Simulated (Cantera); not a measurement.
A Cantera script and its output.

```python
import numpy as np
import cantera as ct

surf = ct.Interface("ptcombust.yaml", "Pt_surf")
gas = surf.adjacent["gas"]
gas.TPX = 800, 500000, {'CH4': 0.035, 'O2': 0.014, 'N2': 0.79, 'H2O': 0.028}
surf.TP = 800, 500000
reactor = ct.FlowReactor(gas, clone=False)
reactor.area = 0.0001  # m2
reactor.surface_area_to_volume_ratio = 2000  # 1/m
reactor.mass_flow_rate = 12 * reactor.area * gas.density  # inlet velocity 12 m/s
reactor.energy_enabled = False
wall = ct.ReactorSurface(surf, reactor, clone=False)
net = ct.ReactorNet([reactor])
net.rtol, net.atol = 1e-8, 1e-16
show, cover = ['CH4', 'O2', 'H2O', 'CO2', 'CO'], ['PT(S)', 'H(S)', 'O(S)', 'OH(S)', 'CO(S)', 'C(S)']

rows = []
print(f"{'z/m':>9s}{'u/(m/s)':>9s}" + "".join(f"{s:>13s}" for s in show + cover))
for z in [0.00028, 0.00061, 0.0013, 0.0028, 0.0061, 0.013, 0.028]:
    net.advance(z)
    rows.append([reactor.speed, *gas[show].X, *surf[cover].coverages])
    print(f"{z:9.4g}{rows[-1][0]:9.3g}" + "".join(f"{x:13.4e}" for x in rows[-1][1:]))
```

Output:

```
      z/m  u/(m/s)          CH4           O2          H2O          CO2           CO        PT(S)         H(S)         O(S)        OH(S)        CO(S)         C(S)
  0.00028       12   3.9795e-02   1.5144e-02   3.3428e-02   2.9868e-04   2.6971e-04   3.4600e-01   9.2962e-06   1.6486e-02   3.9901e-03   6.3137e-01   1.8964e-03
  0.00061       12   3.9381e-02   1.4405e-02   3.4246e-02   5.4273e-04   4.3609e-04   3.0006e-01   9.4849e-06   1.1070e-02   3.1352e-03   6.8349e-01   2.0140e-03
   0.0013       12   3.8781e-02   1.3337e-02   3.5433e-02   8.8685e-04   6.8735e-04   2.5483e-01   1.0264e-05   6.4462e-03   2.3025e-03   7.3388e-01   2.3390e-03
   0.0028       12   3.7932e-02   1.1867e-02   3.7106e-02   1.3004e-03   1.1141e-03   2.0991e-01   1.2409e-05   2.9115e-03   1.4938e-03   7.8226e-01   3.2426e-03
   0.0061       12   3.6808e-02   1.0025e-02   3.9312e-02   1.6453e-03   1.8780e-03   1.6762e-01   2.0680e-05   7.1323e-04   7.0116e-04   8.2315e-01   7.6557e-03
    0.013       12   3.5568e-02   8.1518e-03   4.1725e-02   1.7246e-03   3.0154e-03   1.1590e-01   2.6528e-04   8.4895e-06   2.7691e-05   6.1765e-01   2.6604e-01
    0.028       12   3.4665e-02   6.8239e-03   4.3466e-02   1.7255e-03   3.8996e-03   7.1839e-02   5.7152e-04   1.1713e-06   4.4552e-06   3.0207e-01   6.2545e-01
```

Cantera simulation using Deutschmann's 1995 Pt surface mechanism with GRI-Mech 3.0 gas chemistry; the numbers are that mechanism's predictions, not measurements. Catalytic surfaces can have several steady states; this one follows from the mechanism file's or the stated starting coverage. Mass transfer to the wall is taken as infinitely fast.
